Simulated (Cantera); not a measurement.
Cantera run:

```python
import numpy as np
import cantera as ct

gas_names = """
    CL CLO CL2 H HCL HOCL HO2 H2 H2O H2O2 O OH O2 O3 Si SiCL SiCL2 SiCL3 SiCL4 SiH SiHCL3 SiH2 SiH2CL2
    SiH3 SiH3CL SiH4 SiO SiO2 Si2 Si3
""".split()
cond_names = """
    H2O(s) H2O(L) Si(cr) Si(L) SiO2(Lqz) SiO2(hqz) SiO2(L)
""".split()


# ... load() reads the species with a 1 bar reference pressure and builds the phases ...
atoms = {
    'SiO2': {'Si': 1, 'O': 2},
    'HCl': {'H': 1, 'CL': 1},
    'O2': {'O': 2},
}
top_T = {}  # K; cautious upper limits of use, not melting points


# ... equilibrate(T, P, feed) seeds the gas with the atoms and calls Mixture.equilibrate('TP', solver="vcs", rtol=1e-11, max_steps=5000) ...
results = []
feed = {'SiO2': 1, 'HCl': 21, 'O2': 0.15}  # mol
T = 700  # K
P = 230  # Pa
mix = equilibrate(T, P, feed)
results.append((T, P, feed, dict(zip(mix.species_names, mix.species_moles))))
x = sorted(zip(gas.X, gas.species_names), reverse=True)
print(f"T = {T:g} K  P = {P:g} Pa  gas = {mix.phase_moles(0):.4g} mol")
print("   x: " + "  ".join(f"{s} {v:.3e}" for v, s in x if v > 1e-06))
print("   condensed (mol): " + ("  ".join(f"{mix.phase(i).name} {mix.phase_moles(i):.4g}"
      for i in range(1, mix.n_phases) if mix.phase_moles(i) > 1e-12) or "none"))
```

Output:

```
T = 700 K  P = 230 Pa  gas = 21 mol
   x: HCL 9.714e-01  H2O 1.428e-02  CL2 1.428e-02  CL 1.647e-06
   condensed (mol): SiO2(Lqz) 1
```

Method: chemical equilibrium by Gibbs-energy minimisation in Cantera with the NASA 1993 tables (ideal gas, pure condensed phases).
